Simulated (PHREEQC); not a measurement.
Make-up at 38 °C: 0.11 mol CuSO4, 0.00031 mol HCl and 0.01 mol KCl per kg of water. Closed to the air; pH follows from the charge balance.

Model: ion-association model, phreeqc.dat, run in PHREEQC.

```tsv
quantity	before	after
pH	4.05	4.00
ionic strength (mol/kgw)	0.232	0.206
Cl- (mol/kgw)	0.00951	0.00438
K+ (mol/kgw)	0.00890	0.00922
SI of Sylvite (KCl)	-5.35	-5.66
```

Name the change that produced these shifts.
(A) CuSO4 replaced by CdSO4 at the same molality
(B) CuSO4 left out
(C) diluted 5-fold with water
(D) HCl from 0.00031 to 0.000155 mol/kgw
(E) CuSO4 from 0.11 to 0.011 mol/kgw

A, CuSO4 replaced by CdSO4 at the same molality

Precipitation was switched off in this run. Away from 25 °C the constants follow the database's enthalpies or fits; those with neither stay at their 25 °C values.
